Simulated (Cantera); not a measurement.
Feed: 1 mol SiHCl₃, 0.015 mol CH₄, 520 mol H₂, 0.042 mol C₃H₈, equilibrated at 37.0 mbar.

Equilibrium computed with Cantera from the NASA thermochemical tables; the gas is ideal and each condensed phase is pure. Candidate condensed phases: C, C₆H₆, C₇H₈, C₈H₁₈, Si, SiC; 109 gas species. Mutual solubility and eutectic melting of coexisting phases are not modelled. The tables' values for SiCl are old estimates; treat these amounts as uncertain. Gases not in the tables: Si₂H₆ and higher silanes. Kinetics and transport are ignored.

x: gas mole fraction; n: condensed amount in mol.

```json
[
 {"T (K)": "1773", "x H₂": "0.993", "x H": "0.00147", "x HCl": "0.00553", "x Si": "5.76e-5", "x Cl": "6.31e-6", "x SiH": "1.36e-5", "n Si(l)": "0.754", "n SiC(s)": "0.140"},
 {"T (K)": "1873", "x H₂": "0.991", "x H": "0.00334", "x HCl": "0.00553", "x Si": "0.000238", "x Cl": "1.41e-5", "x SiH": "4.25e-5", "n Si(l)": "0.630", "n SiC(s)": "0.138"},
 {"T (K)": "1973", "x H₂": "0.986", "x H": "0.00697", "x HCl": "0.00551", "x Si": "0.000853", "x Cl": "2.91e-5", "x SiH": "0.000118", "n Si(l)": "0.226", "n SiC(s)": "0.128"},
 {"T (K)": "2073", "x H₂": "0.979", "x H": "…", "x HCl": "0.00554", "x Si": "…", "x Cl": "…", "x SiH": "0.000146", "n Si(l)": "0", "n SiC(s)": "…"},
 {"T (K)": "2173", "x H₂": "0.968", "x H": "…", "x HCl": "0.00551", "x Si": "0.00157", "x Cl": "…", "x SiH": "0.000138", "n Si(l)": "0", "n SiC(s)": "0"},
 {"T (K)": "2273", "x H₂": "0.950", "x H": "0.0426", "x HCl": "0.00541", "x Si": "0.00166", "x Cl": "0.000175", "x SiH": "0.000120", "n Si(l)": "0", "n SiC(s)": "0"},
 {"T (K)": "2373", "x H₂": "0.923", "x H": "0.0697", "x HCl": "0.00524", "x Si": "0.00169", "x Cl": "0.000283", "x SiH": "0.000101", "n Si(l)": "0", "n SiC(s)": "0"}
]
```

Problem. Some entries are withheld; supply them.

Solution. 
- 2173, x H: 0.0247
- 2173, x Cl: 0.000103
- 2073, x H: 0.0135
- 2073, x Si: 0.00133
- 2073, x Cl: 5.65e-5
- 2073, n SiC(s): 0.0861
